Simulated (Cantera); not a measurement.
An isothermal, constant-pressure homogeneous reactor starts with H2 : O2 = 0.062 : 1 (molar parts), equivalence ratio 0.031, at 950 K and 20.0 Torr.

Cantera simulation using the H2/O2 subset of GRI-Mech 3.0, which has no nitrogen chemistry; the numbers are that mechanism's predictions, not measurements. Radical loss at walls, strong at low pressure, is not modelled. The temperature is held fixed by assumption; the heat of reaction is taken as removed at once.

One state of this run: x H2 = 7.22e-9; x O2 = 0.940; x H = 1.60e-10; x H2O = 0.0601; x O = 1.35e-7; x H2O2 = 4.37e-9; x OH = 3.09e-6. x: mole fraction; the columns are a selection and need not sum to one.

Task: Which value of t (s) does it belong to?
A. 0.0447
B. 4.00
C. 0.894
D. 1.89

Result: B, 4.00
